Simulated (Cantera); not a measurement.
# Equilibrium for nitride etching: BN + H₂ + N₂

Input: 1 mol BN, 91 mol H₂, 1.8 mol N₂, at 1252 °C and 75.0 Torr.

These are equilibrium values from Cantera (NASA tables, ideal gas, pure condensed phases), not measurements of a reactor. Candidate condensed phases: B, BN; 15 gas species. Kinetics and transport are ignored.

The x(H₂) is 0.981. The x(N₂) is 0.0194 and the x(H) comes out as 7.41e-5. The n(BN(s)) is 1.000 mol and the gas amount comes out as 92.80 mol. The log10 activity of B(s) (absent) is -2.63.
